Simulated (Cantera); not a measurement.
Mixture: CO : H₂ : O₂ : N₂ = 1 : 1.1 : 0.875 : 3.29 (molar parts), at 750 Torr, adiabatic and at constant pressure. Ignition delay is the time to a rise of 400 K.

Detailed kinetics in Cantera: GRI-Mech 3.0 (53 species, 325 reactions). Where the delays flatten at high temperature, the 400 K rule measures the pace of heat release, not the induction time.

Q: What does this change do: CO 1 to 0.31 parts?

A: 
| quantity | before | after |
|---|---|---|
| delay at 1100 K | 0.104 ms | 94.5 µs |
| delay at 1200 K | 56.7 µs | 51.4 µs |
| delay at 1300 K | 37.9 µs | 34.3 µs |
| delay at 1400 K | 29.0 µs | 26.3 µs |
| delay at 1500 K | 24.6 µs | 22.5 µs |
